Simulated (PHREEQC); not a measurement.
A column of 0.5 m (30 cells, dispersivity 0.018 m, 60 s a shift, diffusion coefficient 3e-10 m²/s) holds 0.0058 eq of the database's cation exchanger X per kg of pore water, first in equilibrium with 29 mmol/kgw KCl and 0.01 mmol/kgw HCl. It is flushed with 0.12 mmol/kgw PbCl2, 6.4 mmol/kgw SrCl2 and 0.01 mmol/kgw HCl, at 15 °C. Values are for the last cell. The system is closed to CO2. No solid was allowed to form.

The series has 31 steps of pore volumes, from 0 to 3.017.

All values are PHREEQC results (ion-association model, phreeqc.dat), not measurements.

Q: After how many pore volumes does Sr at the outlet first reach half of its feed value?

A: By 1.4 pore volumes.

Q: After how many pore volumes does Pb at the outlet first reach half of its feed value?

A: By 1.5 pore volumes.

Species that the database lacks are ignored.
